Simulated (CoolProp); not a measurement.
Vapour-liquid equilibrium of fluoroethane (R161) (1) + R1234yf (2) at 1.31 MPa; x and y are mole fractions of (1).

Computed with CoolProp (multi-fluid Helmholtz-energy mixture model, Wu 2012 and Lemmon 2022; pair parameters Bell 2016).

Give the bubble temperature and the first vapour's composition at x = 0.05, 0.65, 0.95. Is there an azeotrope?

x = 0.05: 322.6 K, y = 0.063; x = 0.65: 314.5 K, y = 0.693; x = 0.95: 311.9 K, y = 0.956. No azeotrope shows between x = 0.05 and 0.95.

Pair parameters are fitted to limited data, so mixtures are less certain than the pure fluids.
